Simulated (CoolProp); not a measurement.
Model: reference Helmholtz-energy equation of state, Polt 1992, in CoolProp. This equation is an older, rougher fit.

Question: For cyclopropane, give the phase and the Z, cp (kJ/(kg K)), isothermal compressibility (1/MPa), expansivity (1/kK) at 337.7 K and 743 kPa.

Answer: 
- 337.7 K and 743 kPa: gas; Z 0.917, cp 1.68, isothermal compressibility 1.48, expansivity 3.94
